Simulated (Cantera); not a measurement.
Input (Python, Cantera) and output of one run.

```python
import numpy as np
import cantera as ct

gas_names = """
    O
""".split()
cond_names = """
    Li2O(s) Li2O(L) Li(cr) Li(L)
""".split()


def load(file, names, dense=False):
    # The tables refer to 1 bar. Condensed volumes are neglected.
    table = {s.name: s for s in ct.Species.list_from_file(file)}
    out = []
    for n in names:
        d = dict(table[n].input_data)
        d["thermo"] = dict(d["thermo"], **{"reference-pressure": 1e5})
        if dense:
            d["equation-of-state"] = {"model": "constant-volume", "density": "1e6 g/cm^3"}
        out.append(ct.Species.from_dict(d))
    return out


species = {s.name: s for s in load("nasa_gas.yaml", gas_names) + load("nasa_condensed.yaml", cond_names)}
# Each term lists the table entries of one substance; the one whose range holds T is used.
reactions = {
    'Li2O = O(g) + 2 Li':
        [(-1, ['Li2O(s)', 'Li2O(L)']), (1, ['O']), (2, ['Li(cr)', 'Li(L)'])],
}


def pick(names, T):
    return next(species[n] for n in names if species[n].thermo.min_temp <= T <= species[n].thermo.max_temp)


results = []
for label, terms in reactions.items():
    print(label)
    print("     T/K   dH/kJ  dS/(J/K)   dG/kJ   log10 K")
    for T in [300, 498, 523, 548, 573, 598]:
        used = [(nu, pick(names, T)) for nu, names in terms]
        dH = sum(nu * s.thermo.h(T) for nu, s in used) / 1e6
        dS = sum(nu * s.thermo.s(T) for nu, s in used) / 1e3
        dG = dH - T * dS / 1e3
        logK = -dG * 1e6 / (ct.gas_constant * T * np.log(10))
        results.append((label, T, dH, dS, dG, logK, [s.name for _, s in used]))
        print(f"{T:8g} {dH:8.1f} {dS:8.1f} {dG:8.1f} {logK:8.2f}")
```

Result:

```
Li2O = O(g) + 2 Li
     T/K   dH/kJ  dS/(J/K)   dG/kJ   log10 K
     300    847.9    181.5    793.5  -138.15
     498    856.6    201.8    756.2   -79.31
     523    856.9    202.3    751.1   -75.02
     548    857.2    202.8    746.0   -71.11
     573    857.4    203.1    741.0   -67.55
     598    857.5    203.4    735.9   -64.28
```

Source: NASA polynomial tables (part measured, part estimated), evaluated in Cantera. Condensed species are held in their standard states even where they would react or evaporate.
